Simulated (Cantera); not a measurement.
A perfectly stirred reactor is fed with CH3OH : O2 : N2 = 1 : 1 : 5.2 (molar parts), equivalence ratio 1.5, at 7500 Torr; it is adiabatic with a 500 K inlet, and is followed from long to short residence time, starting on the burning branch (τ in s: 0.17, 0.067, 0.026, 0.01, 0.0041, 0.0016, 0.00063, 0.00025, 9.7e-05, 3.8e-05).

Cantera simulation using GRI-Mech 3.0 (53 species, 325 reactions); the numbers are that mechanism's predictions, not measurements. GRI-Mech 3.0 was tuned for natural gas; its chemistry of methanol as a main component is partial and can be far from experiment.

Task: What does this change do: N2 5.2 to 7.6 parts?

Result: 
```
quantity                                                                      before                                 after
------------------------------------------------  ----------------------------------  ------------------------------------
blow-out, bracketed by the residence times tried  burning at 97.0 µs, out at 38.0 µs  burning at 0.630 ms, out at 0.250 ms
x(CH3OH) at τ = 0.170 s                                                      1.72e-6                               3.17e-6
x(O2) at τ = 0.170 s                                                         3.84e-5                               5.97e-5
x(N2O) at τ = 0.170 s                                                       8.83e-10                               1.06e-9
x(HO2) at τ = 0.170 s                                                        3.26e-8                               1.86e-7
x(C2H4) at τ = 0.170 s                                                       1.64e-8                               3.45e-8
x(CH3OH) at τ = 1.60 ms                                                      2.31e-5                               9.36e-5
x(O2) at τ = 1.60 ms                                                        0.000503                               0.00163
x(N2O) at τ = 1.60 ms                                                        9.92e-9                               2.07e-8
x(HO2) at τ = 1.60 ms                                                        1.78e-6                               9.70e-6
x(C2H4) at τ = 1.60 ms                                                       7.04e-8                               1.37e-6
```

Task: What does this change do: CH3OH 1 to 0.73 parts?

Result: 
```
quantity                                                                      before                                   after
------------------------------------------------  ----------------------------------  --------------------------------------
blow-out, bracketed by the residence times tried  burning at 97.0 µs, out at 38.0 µs  burning at 38.0 µs, the shortest tried
x(CH3OH) at τ = 0.170 s                                                      1.72e-6                                 5.06e-7
x(O2) at τ = 0.170 s                                                         3.84e-5                                 7.35e-5
x(N2O) at τ = 0.170 s                                                       8.83e-10                                 2.37e-8
x(HO2) at τ = 0.170 s                                                        3.26e-8                                 3.47e-8
x(C2H4) at τ = 0.170 s                                                       1.64e-8                                1.05e-10
x(CH3OH) at τ = 1.60 ms                                                      2.31e-5                                 1.14e-5
x(O2) at τ = 1.60 ms                                                        0.000503                                 0.00162
x(N2O) at τ = 1.60 ms                                                        9.92e-9                                 1.69e-7
x(HO2) at τ = 1.60 ms                                                        1.78e-6                                 2.63e-6
x(C2H4) at τ = 1.60 ms                                                       7.04e-8                                5.02e-10
```
